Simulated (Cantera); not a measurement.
Input (Python, Cantera) and output of one run.

```python
import numpy as np
import cantera as ct

gas_names = """
    AL ALN ALO ALO2 AL2 AL2O AL2O2 N NO NO2 NO3 N2 N2O O O2 O3
""".split()
cond_names = """
    AL(cr) AL(L) ALN(s) AL2O3(a) AL2O3(L)
""".split()


def load(file, names, dense=False):
    # The tables refer to 1 bar. Condensed volumes are neglected.
    table = {s.name: s for s in ct.Species.list_from_file(file)}
    out = []
    for n in names:
        d = dict(table[n].input_data)
        d["thermo"] = dict(d["thermo"], **{"reference-pressure": 1e5})
        if dense:
            d["equation-of-state"] = {"model": "constant-volume", "density": "1e6 g/cm^3"}
        out.append(ct.Species.from_dict(d))
    return out


gas = ct.Solution(thermo="ideal-gas", species=load("nasa_gas.yaml", gas_names))
cond = {s.name: ct.Solution(thermo="fixed-stoichiometry", species=[s], name=s.name)
        for s in load("nasa_condensed.yaml", cond_names, dense=True)}
atoms = {
    'AlN': {'AL': 1, 'N': 1},
    'O2': {'O': 2},
}
top_T = {'ALN(s)': 2750}  # K; cautious upper limits of use, not melting points


def equilibrate(T, P, feed):
    n = {}
    for name, mol in feed.items():
        for a, k in atoms[name].items():
            n[a] = n.get(a, 0.0) + k * mol
    gas.TPX = T, P, n
    mass = sum(n.values()) * gas.mean_molecular_weight
    gas.equilibrate("TP")
    valid = [c for c in cond.values() if c.min_temp <= T <= top_T.get(c.name, c.max_temp)]
    mix = ct.Mixture([(gas, mass / gas.mean_molecular_weight)] + [(c, 0.0) for c in valid])
    mix.T, mix.P = T, P
    mix.equilibrate("TP", solver="vcs", rtol=1e-11, max_steps=5000)
    return mix


results = []
feed = {'AlN': 1, 'O2': 0.81}  # mol
T = 2100  # K
P = 100000  # Pa
mix = equilibrate(T, P, feed)
results.append((T, P, feed, dict(zip(mix.species_names, mix.species_moles))))
print(gas.report(threshold=0.001))
for i in range(1, mix.n_phases):
    print(f"{mix.phase(i).name:16s} {mix.phase_moles(i):12.5e} mol")
```

Output:

```
       temperature   2100 K
          pressure   1e+05 Pa
           density   0.16285 kg/m^3
  mean mol. weight   28.435 kg/kmol
   phase of matter   gas

                          1 kg             1 kmol
                     ---------------   ---------------
          enthalpy        2.1393e+06         6.083e+07  J
   internal energy        1.5252e+06        4.3369e+07  J
           entropy            9102.3        2.5882e+05  J/K
    Gibbs function       -1.6976e+07       -4.8269e+08  J
 heat capacity c_p            1279.4             36379  J/K
 heat capacity c_v               987             28065  J/K

                      mass frac. Y      mole frac. X     chem. pot. / RT
                     ---------------   ---------------   ---------------
                NO         0.0078191         0.0074096           -29.217
                N2            0.8758           0.88895           -27.224
                O2           0.11611           0.10318            -31.21
     [  +13 minor]         0.0002644        0.00045473

AL(L)             0.00000e+00 mol
ALN(s)            0.00000e+00 mol
AL2O3(a)          5.00000e-01 mol
```

Method: chemical equilibrium by Gibbs-energy minimisation in Cantera with the NASA 1993 tables (ideal gas, pure condensed phases).
